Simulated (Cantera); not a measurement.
Charge: 1 mol Al(CH3)3, 4.3 mol H2O, 610 mol N2, 0.055 mol CO2, held at 55.0 mbar.

Cantera equilibrium calculation (NASA polynomials, part measured and part estimated; ideal gas, pure solids and liquids). Candidate condensed phases: Al, AlN, Al2O3, C, C6H6, C7H8, C8H18, H2O; 148 gas species. The feed counts by its element totals alone. Mutual solubility and eutectic melting of coexisting phases are not modelled. The numbers say what is thermodynamically allowed, not how fast it happens.

Q: Which condensed phases are stable at each of these points (T (K)): 875, 950, 1025, 1100, 1175, 1250, 1325, 1400?

A: 
| T (K) | condensed phases | Al condensed (%) |
|---|---|---|
| 875 | Al2O3(s) + C(graphite) | 100.0 |
| 950 | Al2O3(s) + C(graphite) | 100.0 |
| 1025 | Al2O3(s) + C(graphite) | 100.0 |
| 1100 | Al2O3(s) + C(graphite) | 100.0 |
| 1175 | Al2O3(s) + C(graphite) | 100.0 |
| 1250 | Al2O3(s) + C(graphite) | 100.0 |
| 1325 | AlN(s) + Al2O3(s) | 100.0 |
| 1400 | AlN(s) + Al2O3(s) | 100.0 |

From 875 K to 1250 K the condensed part is Al2O3(s) + C(graphite). From 1325 K to 1400 K the condensed part is AlN(s) + Al2O3(s).
